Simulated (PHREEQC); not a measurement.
# Spent oxide etchant: an equilibrium model

Consider water at 82 °C with 0.23 mol/kgw HF and 0.012 mol/kgw (NH4)2SiF6. Closed to the air; pH follows from the charge balance.

The numbers come from PHREEQC with the ion-association model, wateq4f.dat.

Precipitation was switched off in this run.

Predict the pH, ionic strength.

pH 2.04; ionic strength 0.0467 mol/kgw.

In which forms is F present?

HF 64 %, SiF6-2 24 %, H2F2 6.9 %, HF2- 3.2 %, F- 1.9 % of the F.

wateq4f.dat counts part of the HF as a dimer, H2F2, which phreeqc.dat doesn't know; its constant is uncertain. Constants without temperature data keep their 25 °C values here. SiF6-2 is the database's only silicon fluoride.
